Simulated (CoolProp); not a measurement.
Vapour-liquid equilibrium of benzene (1) + n-dodecane (2) at 0.00867 MPa; x and y are mole fractions of (1).

The numbers come from the multi-fluid Helmholtz-energy mixture model, Thol 2012 and Lemmon 2004; pair parameters Bell 2016 in CoolProp.

| x | bubble temperature, mixture model (K) | bubble temperature, Raoult's law (K) | y, mixture model | y, Raoult's law |
|---|---|---|---|---|
| 0.05 | 370.8 | 365.7 | 0.800 | 0.845 |
| 0.2 | 326.1 | 327.6 | 0.987 | 0.985 |
| 0.35 | 310.3 | 313.4 | 0.997 | 0.996 |
| 0.5 | 302.4 | 305.1 | 0.999 | 0.998 |
| 0.65 | 297.7 | 299.2 | 0.999 | 0.999 |
| 0.8 | 294.3 | 294.8 | 1.000 | 1.000 |
| 0.95 | 291.2 | 291.2 | 1.000 | 1.000 |

The largest gap from Raoult's law is +5.1 K in bubble temperature, at x = 0.05. No azeotrope shows between x = 0.05 and 0.95.

Pair parameters are fitted to limited data, so mixtures are less certain than the pure fluids. The gap from Raoult's law changes sign with composition, which may be real or a fault of the pair parameters; it wasn't checked against measurements.
